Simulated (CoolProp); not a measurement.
Vapour-liquid equilibrium of R125 (1) + R245fa (2) at 254 K; x and y are mole fractions of (1).

Model: multi-fluid Helmholtz-energy mixture model, Lemmon 2005 and Akasaka 2015; pair parameters Bell 2016, in CoolProp.

```csv
x,"bubble pressure, mixture model (MPa)","bubble pressure, Raoult's law (MPa)","y, mixture model","y, Raoult's law"
0.05,0.03967,0.03692,0.502,0.471
0.125,0.06682,0.06150,0.722,0.708
0.2,0.09252,0.08607,0.813,0.809
0.275,0.1171,0.1106,0.863,0.865
0.35,0.1410,0.1352,0.895,0.901
0.425,0.1643,0.1598,0.918,0.926
0.5,0.1874,0.1844,0.936,0.944
0.575,0.2104,0.2089,0.950,0.958
0.65,0.2335,0.2335,0.961,0.969
0.725,0.2569,0.2581,0.971,0.978
0.8,0.2807,0.2826,0.980,0.985
0.875,0.3052,0.3072,0.988,0.992
0.95,0.3306,0.3318,0.995,0.997
```

The largest gap from Raoult's law is +8.7 % in bubble pressure, at x = 0.125. No azeotrope shows between x = 0.05 and 0.95.

The pair parameters rest on a limited set of measurements; away from them the model extrapolates. The gap from Raoult's law changes sign with composition, which may be real or a fault of the pair parameters; it wasn't checked against measurements.
